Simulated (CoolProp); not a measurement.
Ammonia at 298.15 K and 0.82 MPa flows at 0.44 m/s in a round tube of 20 mm bore and 15 µm roughness, fully developed (64/Re and Nu = 3.66 if laminar; Colebrook and Gnielinski if turbulent). Each further row changes one setting.

Computed with CoolProp (reference Helmholtz-energy equation of state, Gao 2020).

```
case               Reynolds number  Darcy friction factor  pressure drop (Pa/m)  heat-transfer coefficient (W/(m² K))  mass flow (kg/h)
-----------------  ---------------  ---------------------  --------------------  ------------------------------------  ----------------
as stated                     5530                 0.0372                  1.12                                  28.4              3.09
velocity 0.88 m/s            11100                 0.0313                  3.76                                  53.2              6.18
diameter 40 mm               11100                 0.0307                 0.461                                  26.1              12.4
```

Viscosity comes from a separate model (Fenghour 1995). Thermal conductivity comes from a separate model (Tufeu 1984).
